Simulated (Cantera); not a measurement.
Input: 1 mol Al₂O₃, 0.88 mol O₂, equilibrated at 0.200 bar.

Equilibrium computed with Cantera from the NASA thermochemical tables; the gas is ideal and each condensed phase is pure. Candidate condensed phases: Al, Al₂O₃; 9 gas species. Kinetics and transport are ignored. All values below are at 927 °C.

Base state: O₂ 1.00 (mole fractions); condensed: Al₂O₃(s).

**Question.** What changes in the equilibrium state with this change: Al₂O₃ replaced by SiO₂?

**Answer.** 
```json
[
 {"species": "O₂", "before": "1.00", "after": "1.00"},
 {"species": "Al₂O₃(s), mol", "before": "1.00", "after": "0"},
 {"species": "SiO₂(β-quartz), mol", "before": "0", "after": "1.00"}
]
```
The tables hold silica as quartz up to 1696 K and as liquid above; real silica turns to tridymite and cristobalite and melts near 1996 K. Further candidate phases: Si, SiO₂.
